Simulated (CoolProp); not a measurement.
Model: reference Helmholtz-energy equation of state, Tillner-Roth 1997, in CoolProp.

Task: For CH2F2 (R32), give the phase and the Joule-Thomson coefficient (K/MPa), viscosity (µPa s), Prandtl number at 195.2 K and 0.723 MPa; 195.2 K and 0.904 MPa; 195.2 K and 2.89 MPa.

Result: 
- 195.2 K and 0.723 MPa: liquid; Joule-Thomson coefficient -0.303, viscosity 453, Prandtl number 3.35
- 195.2 K and 0.904 MPa: liquid; Joule-Thomson coefficient -0.304, viscosity 454, Prandtl number 3.35
- 195.2 K and 2.89 MPa: liquid; Joule-Thomson coefficient -0.306, viscosity 461, Prandtl number 3.38

Viscosity comes from a separate model (Bell 2016), an estimate that may be off by 10 % or more. Thermal conductivity comes from a separate model (Huber 2003), an estimate that may be off by 10 % or more.
